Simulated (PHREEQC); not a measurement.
A solution holds 0.08 mol HF and 6.6e-05 mol LiF per kg of water, at 25 °C. Closed to the air; pH follows from the charge balance.

Computed with PHREEQC (ion-association model, wateq4f.dat).

```json
{
  "pH": "2.17",
  "ionic_strength": "0.00733 mol/kgw",
  "total_alkalinity": "-80.0 meq/kg"
}
```

```csv
species,molality,activity,log γ
HF,0.0554,0.0555,0.001
H2F2,0.00801,0.00803,0.001
H+,0.00727,0.00671,-0.035
F-,0.00605,0.00552,-0.040
HF2-,0.00129,0.00118,-0.040
Li+,6.60e-5,6.06e-5,-0.037
```

No solid was allowed to form. Complexes and solids missing from the database can't appear. wateq4f.dat counts part of the HF as a dimer, H2F2, which phreeqc.dat doesn't know; its constant is uncertain.
